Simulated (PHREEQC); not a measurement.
**Copper plating or etch bath: an equilibrium model**

Make-up at 25 °C: 0.066 mol Cu(BF4)2 and 0.0033 mol Na2HPO4 per kg of water. Closed to the air; pH follows from the charge balance.

Computed with PHREEQC (ion-association model, wateq4f.dat).

Precipitation was switched off in this run.

Task: Estimate the pH, ionic strength.

Result: pH 2.86; ionic strength 0.203 mol/kgw.

Task: In which forms is F present?

Result: BF4- 93 %, BF3OH- 3.7 %, HF 1.3 %, F- 0.9 % of the F.

H3PO4, which wateq4f.dat lacks, is added to it with the constant of phreeqc.dat. Real BF4- forms and hydrolyses slowly; the run takes it at equilibrium. The database has no phosphate complexes of Cu.
